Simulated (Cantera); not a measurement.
**Calcination and drying: CaCO3 + C + O2**

Input: 1 mol CaCO3, 0.92 mol C, 2.9 mol O2, equilibrated at 7600 Pa.

Equilibrium computed with Cantera from the NASA thermochemical tables; the gas is ideal and each condensed phase is pure. Candidate condensed phases: C, Ca, CaCO3, CaO; 15 gas species. Equilibrium is a limit: real reactors are often held back by kinetics, nucleation or transport.

| T (°C) | log p O2 | log p CO2 | log p CO | log p O | log p CaO | log p Ca | n CaCO3(calcite) | n CaO(s) |
|---|---|---|---|---|---|---|---|---|
| 650 | -1.28 | -1.62 | -12.42 | -11.55 | <-13 | <-13 | 1.00 | 0 |
| 750 | -1.41 | -1.43 | -10.60 | -10.21 | <-13 | <-13 | 0 | 1.00 |
| 850 | -1.41 | -1.43 | -9.32 | -9.06 | <-13 | <-13 | 0 | 1.00 |
| 950 | -1.41 | -1.43 | -8.25 | -8.10 | <-13 | <-13 | 0 | 1.00 |
| 1050 | -1.41 | -1.43 | -7.34 | -7.28 | <-13 | <-13 | 0 | 1.00 |
| 1150 | -1.41 | -1.43 | -6.56 | -6.58 | <-13 | <-13 | 0 | 1.00 |
| 1250 | -1.41 | -1.43 | -5.88 | -5.97 | <-13 | <-13 | 0 | 1.00 |
| 1350 | -1.41 | -1.43 | -5.29 | -5.43 | -13.01 | <-13 | 0 | 1.00 |
| 1450 | -1.41 | -1.43 | -4.77 | -4.95 | -11.78 | -13.10 | 0 | 1.00 |
| 1550 | -1.41 | -1.43 | -4.31 | -4.53 | -10.69 | -11.78 | 0 | 1.00 |
| 1650 | -1.41 | -1.43 | -3.89 | -4.15 | -9.72 | -10.61 | 0 | 1.00 |
| 1750 | -1.41 | -1.43 | -3.52 | -3.81 | -8.84 | -9.55 | 0 | 1.00 |
| 1850 | -1.41 | -1.44 | -3.19 | -3.50 | -8.04 | -8.60 | 0 | 1.000 |
| 1950 | -1.42 | -1.45 | -2.89 | -3.21 | -7.32 | -7.73 | 0 | 1.000 |
log p: log10 of the partial pressure in bar; n: condensed amount in mol.

At 650 °C the condensed part is CaCO3(calcite). From 750 °C to 1950 °C the condensed part is CaO(s).
